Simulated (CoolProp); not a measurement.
Properties of R114 along the isobar 0.101 MPa.

Model: reference Helmholtz-energy equation of state, Platzer 1990, in CoolProp. This equation is an older, rougher fit.

```
T (K)  phase  density (kg/m³)  cv (kJ/(kg K))  speed of sound (m/s)  expansivity (1/kK)  fugacity coefficient
-----  -----  ---------------  --------------  --------------------  ------------------  --------------------
406.1    gas            5.172          0.7483                 143.6               2.556                0.9886
412      gas            5.095          0.7532                 144.7               2.515                0.9891
417.9    gas            5.021          0.7579                 145.8               2.477                0.9896
423.8    gas            4.949          0.7626                 146.8               2.439                0.9901
429.7    gas            4.878          0.7673                 147.9               2.402                0.9905
435.6    gas            4.810          0.7718                 148.9               2.367                0.9910
441.4    gas            4.745          0.7762                 149.9               2.333                0.9913
447.3    gas            4.681          0.7806                 150.9               2.300                0.9917
453.2    gas            4.618          0.7849                 152.0               2.268                0.9921
459.1    gas            4.557          0.7891                 153.0               2.237                0.9924
465      gas            4.498          0.7933                 154.0               2.206                0.9928
470.8    gas            4.441          0.7973                 155.0               2.177                0.9931
476.7    gas            4.385          0.8013                 155.9               2.148                0.9934
482.6    gas            4.330          0.8053                 156.9               2.120                0.9937
488.5    gas            4.276          0.8091                 157.9               2.093                0.9939
```
